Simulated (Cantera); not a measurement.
**MgF2 + H2O + H2 (halide evaporation, hydrolysis and transport)**

Input: 1 mol MgF2, 1.8 mol H2O, 3.8 mol H2.

Method: chemical equilibrium by Gibbs-energy minimisation in Cantera with the NASA 1993 tables (ideal gas, pure condensed phases). Candidate condensed phases: H2O, Mg, MgF2, MgO, Mg(OH)2; 31 gas species. Equilibrium is a limit: real reactors are often held back by kinetics, nucleation or transport.

Stable condensed phases:

```
T in K \ P in Pa
           0.10   0.72    5.2     37    270   1900  14000 100000
   2198       A      A      A      A      A      B      B      B
   2173       A      A      A      A      B      B      B      B
   2148       A      A      A      A      B      B      B      B
   2123       A      A      A      A      B      B      B      B
   2098       A      A      A      A      B      B      B      B
   2073       A      A      A      A      B      B      B      B
   2048       A      A      A      A      B      B      B      B
   2023       A      A      A      B      B      B      B      B
   1998       A      A      A      B      B      B      B      B
   1973       A      A      A      B      B      B      B      B
   1948       A      A      A      B      B      B      B      B
   1923       A      A      A      B      B      B      B      B
   1898       A      A      B      B      B      B      B      B
```

A: gas only; B: MgO.
